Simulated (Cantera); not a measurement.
A Cantera script and what it prints.

```python
import numpy as np
import cantera as ct

gas_names = """
    C CN CO CO2 C2 CCN CNC C2N2 C2O C3 C3O2 C4 C4N2 C5 N NCO NO NO2 NO3 N2 N2O O O2 O3 Si SiC SiC2 SiN
    SiO SiO2 Si2 Si2C Si2N Si3
""".split()
cond_names = """
    C(gr) Si(cr) Si(L) SiC(b) SiO2(Lqz) SiO2(hqz) SiO2(L) Si2N2O(s) Si3N4(a)
""".split()


# ... load() reads the species with a 1 bar reference pressure and builds the phases ...
atoms = {
    'SiC': {'Si': 1, 'C': 1},
    'O2': {'O': 2},
    'N2': {'N': 2},
    'CO2': {'C': 1, 'O': 2},
}
top_T = {'C(gr)': 4500, 'SiC(b)': 3050, 'Si2N2O(s)': 2100, 'Si3N4(a)': 2400}  # K; cautious upper limits of use, not melting points


# ... equilibrate(T, P, feed) seeds the gas with the atoms and calls Mixture.equilibrate('TP', solver="vcs", rtol=1e-11, max_steps=5000) ...
results = []
feed = {'SiC': 1, 'O2': 0.019, 'N2': 18, 'CO2': 0.62}  # mol
T = 2150  # K
P = 133.322  # Pa
mix = equilibrate(T, P, feed)
results.append((T, P, feed, dict(zip(mix.species_names, mix.species_moles))))
print(gas.report(threshold=1e-06))
for i in range(1, mix.n_phases):
    print(f"{mix.phase(i).name:16s} {mix.phase_moles(i):12.5e} mol")
```

Output:

```
       temperature   2150 K
          pressure   133.32 Pa
           density   0.00020981 kg/m^3
  mean mol. weight   28.132 kg/kmol
   phase of matter   gas

                          1 kg             1 kmol
                     ---------------   ---------------
          enthalpy        2.3999e+06        6.7514e+07  J
   internal energy        1.7645e+06        4.9638e+07  J
           entropy             11106        3.1243e+05  J/K
    Gibbs function       -2.1478e+07        -6.042e+08  J
 heat capacity c_p            1277.9             35950  J/K
 heat capacity c_v            982.36             27635  J/K

                      mass frac. Y      mole frac. X     chem. pot. / RT
                     ---------------   ---------------   ---------------
                CN        4.7691e-05        5.1566e-05           -20.441
                CO          0.061605          0.061873           -43.538
              C2N2        3.6452e-06        1.9707e-06           -40.882
                N2           0.90228           0.90607           -33.906
                Si           0.02718          0.027226           -8.1151
              SiC2         0.0012858        0.00069417           -15.091
               SiN        0.00026432        0.00017666           -25.068
               SiO          0.003867         0.0024677           -48.165
               Si2         0.0001273        6.3758e-05            -16.23
              Si2C         0.0032478           0.00134           -19.718
              Si2N        8.1998e-05         3.287e-05           -33.183
               Si3        6.1675e-06        2.0592e-06           -24.345
     [  +22 minor]        1.6315e-06        1.4616e-06

C(gr)             0.00000e+00 mol
Si(L)             0.00000e+00 mol
SiC(b)            3.35689e-01 mol
SiO2(L)           0.00000e+00 mol
Si3N4(a)          0.00000e+00 mol
```

These are equilibrium values from Cantera (NASA tables, ideal gas, pure condensed phases), not measurements of a reactor. The tables' values for SiN are old estimates; treat these amounts as uncertain.
